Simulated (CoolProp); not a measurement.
Sulfur dioxide along the isobar 0.991 MPa: density (kg/m³) from the reference equation and from simpler models built on Tc = 430.6 K, pc = 7.887 MPa, ω = 0.256; each cubic takes its own stable root.

The numbers come from the reference Helmholtz-energy equation of state, Gao 2016 in CoolProp.

```csv
T (K),phase,reference,van der Waals,Redlich-Kwong,Soave-Redlich-Kwong,Peng-Robinson
374.5,gas,22.06,21.57,21.85,21.95,22.07
387.4,gas,21.12,20.75,20.98,21.04,21.16
400.3,gas,20.27,20.00,20.18,20.22,20.33
413.2,gas,19.50,19.30,19.45,19.47,19.57
426.1,gas,18.80,18.66,18.77,18.78,18.87
439,gas,18.15,18.06,18.15,18.14,18.23
451.9,gas,17.56,17.49,17.57,17.55,17.63
464.8,gas,17.01,16.97,17.02,17.00,17.08
477.7,gas,16.49,16.47,16.52,16.48,16.56
490.6,gas,16.01,16.01,16.04,16.00,16.07
503.5,gas,15.56,15.57,15.59,15.55,15.62
516.4,gas,15.13,15.15,15.17,15.13,15.19
```
